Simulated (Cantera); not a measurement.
A closed system holds: 1 mol C₂H₆, 0.17 mol NH₃, equilibrated at 2550 °C and 0.700 bar.

Method: chemical equilibrium by Gibbs-energy minimisation in Cantera with the NASA 1993 tables (ideal gas, pure condensed phases). Candidate condensed phases: C, C₆H₆, C₇H₈, C₈H₁₈; 92 gas species. Kinetics and transport are ignored.

Base state: H₂ 0.838, H 0.0970, C₂H₂ (acetylene) 0.0302, HCN 0.0161, N₂ 0.0148, HNC 0.00261, C₂H 0.000458, C₄H₂ 0.000452 (mole fractions); condensed: C(graphite).

Problem. What changes in the equilibrium state with this change: NH₃ from 0.17 to 2.7 mol?

Solution. 
```
species             before     after
----------------  --------  --------
H₂                   0.838     0.706
N₂                  0.0148     0.128
H                   0.0970    0.0890
HCN                 0.0161    0.0434
C₂H₂ (acetylene)    0.0302    0.0254
C₂N₂               6.37e-6   5.52e-5
CN                0.000161  0.000473
HNC                0.00261   0.00706
CH₄                4.68e-5   3.32e-5
C(graphite), mol      1.71      1.08
```

Problem. What changes in the equilibrium state with this change: temperature from 2550 °C to 1977 °C?

Solution. 
```csv
species,before,after
H₂,0.838,0.960
N₂,0.0148,0.0225
H,0.0970,0.00870
C₂H₂ (acetylene),0.0302,0.00321
HCN,0.0161,0.00519
C₃,5.97e-5,9.28e-9
C,1.21e-5,5.20e-9
C₂H,0.000458,1.15e-6
C₄H₂,0.000452,4.39e-6
CN,0.000161,1.83e-6
"C(graphite), mol",1.71,1.96
```
